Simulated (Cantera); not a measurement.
A closed system holds: 1 mol C, 21 mol H2, equilibrated at 13.3 mbar.

Equilibrium computed with Cantera from the NASA thermochemical tables; the gas is ideal and each condensed phase is pure. Candidate condensed phases: C, C6H6, C7H8, C8H18; 76 gas species. The numbers say what is thermodynamically allowed, not how fast it happens.

x: gas mole fraction; n: condensed amount in mol.

```
T (K)   x H2     x CH4       x H  x C2H2 (acetylene)  n C(graphite)
-----  -----  --------  --------  ------------------  -------------
575    0.950    0.0500    <1e-12              <1e-12              0
650    0.950    0.0500    <1e-12              <1e-12              0
725    0.950    0.0500    <1e-12              <1e-12              0
800    0.983    0.0173  2.49e-11            1.27e-12          0.643
875    0.994   0.00575  4.33e-10            2.36e-11          0.880
950    0.998   0.00222   4.81e-9            2.74e-10          0.953
1025   0.999  0.000978   3.77e-8             2.21e-9          0.979
1100   1.000  0.000478   2.24e-7             1.33e-8          0.990
1175   1.000  0.000255   1.06e-6             6.37e-8          0.995
1250   1.000  0.000147   4.19e-6             2.52e-7          0.997
1325   1.000       ___       ___                 ___          0.998
1400   1.000   5.76e-5   4.21e-5             2.52e-6          0.999
```

Task: Complete the blanks.

Result: 
- 1325, x CH4: 8.95e-5
- 1325, x H: 1.42e-5
- 1325, x C2H2 (acetylene): 8.51e-7
